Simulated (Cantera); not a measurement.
**Catalytic stagnation flow on Pt**

A jet of CH4 : O2 : N2 = 0.017 : 0.13 : 0.79 (molar parts) at 300 K and 0.247 atm hits a platinum plate 3.8 cm away at a mass flux of 0.035 kg/m²/s; the plate temperature is set and raised in steps from an oxygen-covered start.

Computed with Cantera and Deutschmann's 1995 Pt surface mechanism with GRI-Mech 3.0 gas chemistry. Catalytic surfaces can have several steady states; this one follows from the mechanism file's or the stated starting coverage.

```csv
plate T (K),wall x CH4,wall x O2,wall x H2O,wall x OH,wall x CO,wall x CO2,θ free Pt,θ O*,θ OH*
850,0.0139,0.130,0.00799,<1e-8,3.19e-6,0.00521,0.0970,0.902,0.00110
900,0.0102,0.122,0.0149,1.85e-8,3.34e-6,0.00971,0.148,0.851,0.00143
950,0.00693,0.115,0.0209,5.70e-8,3.11e-6,0.0137,0.206,0.793,0.00158
1000,0.00468,0.110,0.0250,1.54e-7,2.82e-6,0.0164,0.268,0.731,0.00158
1050,0.00327,0.107,0.0275,3.67e-7,2.58e-6,0.0181,0.331,0.667,0.00149
```
x: mole fraction at the wall; θ: surface coverage.
